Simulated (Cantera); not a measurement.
A freely propagating, adiabatic, planar premixed flame of CO : H2 : CH4 : O2 : N2 = 1 : 0.86 : 0.12 : 0.975 : 3.67 (molar parts), unburnt at 400 K and 13300 Pa; mixture-averaged transport, grid criteria slope 0.08 and curve 0.16, no radiation.

Detailed kinetics in Cantera: GRI-Mech 3.0 (53 species, 325 reactions). Burning velocities carry a grid error of a few per cent, more on coarse grids.

What does this change do: inlet temperature 400 to 650 K?


```csv
quantity,before,after
laminar burning velocity,213 cm/s,487 cm/s
thermal thickness,3.64 mm,3.72 mm
peak x(OH),0.0114,0.0141
peak x(H),0.0550,0.0642
```
